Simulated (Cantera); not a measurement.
Input: 1 mol C2F6, 0.99 mol H2, at 1000 Pa.

Method: chemical equilibrium by Gibbs-energy minimisation in Cantera with the NASA 1993 tables (ideal gas, pure condensed phases). Candidate condensed phases: C, C6H6, C7H8, C8H18; 95 gas species. The feed counts by its element totals alone. Gases not in the tables: C2F6 and larger saturated fluorocarbons. The numbers say what is thermodynamically allowed, not how fast it happens. All values below are at 1725 °C.

Base state: HF 0.631, CF4 0.282, CF2 0.0582, F 0.0255, CF3 0.00350, CF 0.000117 (mole fractions); condensed: C(graphite).

**Question.** What changes in the equilibrium state with this change: H2 from 0.99 to 4.4 mol?

**Answer.** 
```
species             before     after
----------------  --------  --------
HF                   0.631     0.808
H2                 2.61e-8     0.185
H                  2.59e-6   0.00690
CF4                  0.282     <1e-9
CF2                 0.0582   1.35e-8
F                   0.0255   1.23e-5
CF3                0.00350     <1e-9
C2H2 (acetylene)     <1e-9  0.000140
CF                0.000117   5.65e-8
C(graphite), mol     0.921      2.00
```

**Question.** What changes in the equilibrium state with this change: C2F6 replaced by CH3F?

**Answer.** 
```
species             before     after
----------------  --------  --------
H2                 2.61e-8     0.654
HF                   0.631     0.332
H                  2.59e-6    0.0130
CF4                  0.282     <1e-9
CF2                 0.0582     <1e-9
F                   0.0255   2.69e-6
CF3                0.00350     <1e-9
C2H2 (acetylene)     <1e-9  0.000496
CF                0.000117   1.23e-8
C(graphite), mol     0.921     0.997
```
